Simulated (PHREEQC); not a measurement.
Dissolve 0.074 mol/kgw HCl, 0.00017 mol/kgw Al2(SO4)3 and 0.12 mol/kgw MgSO4 at 16 °C. Closed to the air; pH follows from the charge balance.

All values are PHREEQC results (ion-association model, wateq4f.dat), not measurements.

| quantity | before | after |
|---|---|---|
| ionic strength (mol/kgw) | 0.310 | 0.967 |
| SO4-2 (mol/kgw) | 0.0411 | 0.195 |
| HSO4- (mol/kgw) | 0.0357 | 0.0554 |

Task: Name the change that produced these shifts.
A) MgSO4 replaced by CuSO4 at the same molality
B) Al2(SO4)3 left out
C) MgSO4 from 0.12 to 0.6 mol/kgw
D) temperature from 16 to 70 °C
E) diluted 10-fold with water

Result: C, MgSO4 from 0.12 to 0.6 mol/kgw

Precipitation was switched off in this run. The ionic strength passes 0.7 mol/kgw, the rough limit of the ion-association models, in after.
